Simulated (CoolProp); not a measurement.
Saturation properties of propylene (Tc = 364.2 K, pc = 4.555 MPa, ω = 0.146).

Computed with CoolProp (reference Helmholtz-energy equation of state, Lemmon 2013).

```tsv
T (K)	p (MPa)	liquid cp (kJ/(kg K))	vapour Z	surface tension (mN/m)	liquid viscosity (µPa s)	liquid conductivity (mW/(m K))
226.8	0.1073	2.194	0.9624	16.6	193	145
237.1	0.1666	2.236	0.9488	15.1	172	141
247.3	0.2475	2.284	0.9326	13.7	155	136
257.5	0.3551	2.339	0.9134	12.3	140	131
267.8	0.4962	2.403	0.8909	10.9	127	126
278	0.6733	2.477	0.8652	9.54	115	121
288.2	0.8932	2.565	0.8360	8.21	104	116
298.4	1.162	2.672	0.8029	6.92	94.8	111
308.7	1.488	2.809	0.7650	5.66	85.9	106
```

It boils at 225.5 K under 1 atm.

Viscosity comes from a separate model (Huber 2003), an estimate that may be off by 10 % or more. Thermal conductivity comes from a separate model (Huber 2003), an estimate that may be off by 10 % or more. Surface tension comes from a separate correlation (Mulero 2012).
